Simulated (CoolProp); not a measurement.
The fluoroketone C6F12O (FK-5-1-12) along the isobar 7.48 bar: Z from the reference equation and from simpler models built on Tc = 441.8 K, pc = 18.69 bar, ω = 0.471; each cubic takes its own stable root.

Model: reference Helmholtz-energy equation of state, McLinden 2015, in CoolProp.

```json
[
 {"T (K)": "294.6", "phase": "liquid", "reference": "0.05972", "Redlich-Kwong": "0.06967", "Soave-Redlich-Kwong": "0.06525", "Peng-Robinson": "0.05781"},
 {"T (K)": "320.2", "phase": "liquid", "reference": "0.05775", "Redlich-Kwong": "0.06803", "Soave-Redlich-Kwong": "0.06318", "Peng-Robinson": "0.05587"},
 {"T (K)": "345.9", "phase": "liquid", "reference": "0.05666", "Redlich-Kwong": "0.06783", "Soave-Redlich-Kwong": "0.06246", "Peng-Robinson": "0.05514"},
 {"T (K)": "371.6", "phase": "liquid", "reference": "0.05666", "Redlich-Kwong": "0.06973", "Soave-Redlich-Kwong": "0.06356", "Peng-Robinson": "0.05604"},
 {"T (K)": "397.3", "phase": "gas", "reference": "0.7388", "Redlich-Kwong": "0.7793", "Soave-Redlich-Kwong": "0.7530", "Peng-Robinson": "0.7369"},
 {"T (K)": "423", "phase": "gas", "reference": "0.8110", "Redlich-Kwong": "0.8243", "Soave-Redlich-Kwong": "0.8162", "Peng-Robinson": "0.8010"},
 {"T (K)": "448.6", "phase": "gas", "reference": "0.8558", "Redlich-Kwong": "0.8567", "Soave-Redlich-Kwong": "0.8589", "Peng-Robinson": "0.8446"},
 {"T (K)": "474.3", "phase": "gas", "reference": "0.8870", "Redlich-Kwong": "0.8812", "Soave-Redlich-Kwong": "0.8902", "Peng-Robinson": "0.8767"},
 {"T (K)": "500", "phase": "gas", "reference": "0.9098", "Redlich-Kwong": "0.9004", "Soave-Redlich-Kwong": "0.9138", "Peng-Robinson": "0.9012"}
]
```
